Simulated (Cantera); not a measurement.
**Fluorocarbon and chlorocarbon gases: CH2F2 + H2**

Charge: 1 mol CH2F2, 1.3 mol H2, at 2748.15 K.

Method: chemical equilibrium by Gibbs-energy minimisation in Cantera with the NASA 1993 tables (ideal gas, pure condensed phases). Candidate condensed phases: C, C6H6, C7H8, C8H18; 95 gas species. Equilibrium is a limit: real reactors are often held back by kinetics, nucleation or transport.

| P (Pa) | log p H | log p HF | log p H2 | log p F | log p C | log p C3 | n C(graphite) |
|---|---|---|---|---|---|---|---|
| 1 | -5.22 | -6.13 | -8.11 | -5.66 | -6.10 | -6.78 | 0 |
| 3.60 | -4.68 | -5.19 | -7.03 | -5.27 | -5.81 | -5.91 | 0 |
| 13 | -4.15 | -4.41 | -5.97 | -5.02 | -5.57 | -5.20 | 0 |
| 46 | -3.63 | -3.75 | -4.92 | -4.89 | -5.43 | -4.78 | 0.366 |
| 170 | -3.12 | -3.12 | -3.90 | -4.76 | -5.43 | -4.78 | 0.819 |
| 600 | -2.69 | -2.53 | -3.04 | -4.60 | -5.43 | -4.78 | 0.917 |
| 2200 | -2.31 | -1.93 | -2.29 | -4.38 | -5.43 | -4.78 | 0.935 |
| 7700 | -1.99 | -1.36 | -1.65 | -4.13 | -5.43 | -4.78 | 0.935 |
| 28000 | -1.68 | -0.79 | -1.03 | -3.86 | -5.43 | -4.78 | 0.932 |
| 100000 | -1.39 | -0.23 | -0.45 | -3.59 | -5.43 | -4.78 | 0.930 |
log p: log10 of the partial pressure in bar; n: condensed amount in mol.

From 1.00e-5 bar to 0.000130 bar nothing is condensed. From 0.000460 bar to 1.00 bar the condensed part is C(graphite). The main C-bearing gas is C at 1.00e-5 bar and C2H2 (acetylene) at 1.00 bar.
